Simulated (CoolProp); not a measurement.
Vapour-liquid equilibrium of R134a (1) + methanol (2) at 0.139 MPa; x and y are mole fractions of (1).

Values from CoolProp's multi-fluid Helmholtz-energy mixture model, Tillner-Roth 1994 and de Reuck 1993; pair parameters Bell 2016.

Problem. Give the bubble temperature and the first vapour's composition at x = 0.05, 0.25, 0.35. Is there an azeotrope?

Solution. x = 0.05: 300.5 K, y = 0.863; x = 0.25: 269.0 K, y = 0.979; x = 0.35: 266.2 K, y = 0.983. No azeotrope shows between x = 0.05 and 0.95.

Pair parameters are fitted to limited data, so mixtures are less certain than the pure fluids. With so large a gap from Raoult's law the liquid may split in two, which this calculation doesn't test in full.
